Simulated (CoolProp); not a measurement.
The numbers come from the reference Helmholtz-energy equation of state, Lemmon 2003 in CoolProp. It is a pseudo-pure fit of the blend.

Question: For R507A, give the phase and the cv (kJ/(kg K)), Joule-Thomson coefficient (K/MPa) at 117.95 °C and 5.3 MPa.

Answer: 
- 117.95 °C and 5.3 MPa: supercritical; cv 1.03, Joule-Thomson coefficient 8.10
